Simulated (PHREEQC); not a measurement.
Consider water at 53 °C with 0.24 mol NH4HF2 and 0.025 mol H2SiF6 per kg of water. Closed to the air; pH follows from the charge balance.

Model: ion-association model, phreeqc.dat, run in PHREEQC.

```json
[
 {"quantity": "pH", "before": "2.92", "after": "1.42"},
 {"quantity": "ionic strength (mol/kgw)", "before": "0.267", "after": "0.0679"},
 {"quantity": "HF (mol/kgw)", "before": "0.200", "after": "0.0145"},
 {"quantity": "F- (mol/kgw)", "before": "0.103", "after": "0.000195"},
 {"quantity": "HF2- (mol/kgw)", "before": "0.0885", "after": "1.23e-5"}
]
```

Question: Which change was made?
A. H2SiF6 left out
B. H2SiF6 from 0.025 to 0.0375 mol/kgw
C. temperature from 53 to 35 °C
D. NH4HF2 left out

Answer: D, NH4HF2 left out

No solid was allowed to form. Some of these states are supersaturated (in Quartz (slow to form), Chalcedony (slow to form), for instance). Constants without temperature data keep their 25 °C values here. SiF6-2 is the database's only silicon fluoride.
